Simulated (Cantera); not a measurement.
A closed system holds: 1 mol Cr, 14 mol H2O, held at 677 °C and 0.443 Torr.

Method: chemical equilibrium by Gibbs-energy minimisation in Cantera with the NASA 1993 tables (ideal gas, pure condensed phases). Candidate condensed phases: Cr, Cr2O3, H2O; 13 gas species. Equilibrium is a limit: real reactors are often held back by kinetics, nucleation or transport.

Base state: H2O 0.893, H2 0.107 (mole fractions); condensed: Cr2O3(s).

### Question
What changes in the equilibrium state with this change: Cr replaced by V?

### Answer
```
species        before  after
-------------  ------  -----
H2O             0.893  0.893
H2              0.107  0.107
Cr2O3(s), mol   0.500      0
V2O3(s), mol        0  0.500
```
Condensed phases not in the tables: the oxides between V2O3 and V2O5 other than VO2. Further candidate phases: V, VO, V2O3, V2O4, V2O5.
